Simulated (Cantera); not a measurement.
Mixture: CH4 : C2H6 : C3H8 : O2 : N2 = 1 : 0.22 : 0.12 : 2.59 : 9.75 (molar parts), equivalence ratio 1.3, at 1.00 bar, adiabatic and at constant volume. Ignition delay is the time to a rise of 400 K.

Computed with Cantera and GRI-Mech 3.0 (53 species, 325 reactions).

Question: What does this change do: CH4 1 to 1.7 parts?

Answer: 
```tsv
quantity	before	after
delay at 1200 K	2.58 ms	4.50 ms
delay at 1400 K	0.256 ms	0.404 ms
delay at 1600 K	51.6 µs	72.2 µs
delay at 1800 K	17.7 µs	23.2 µs
delay at 2000 K	8.47 µs	10.7 µs
apparent activation energy between 1800 and 2000 K	110 kJ/mol	110 kJ/mol
```
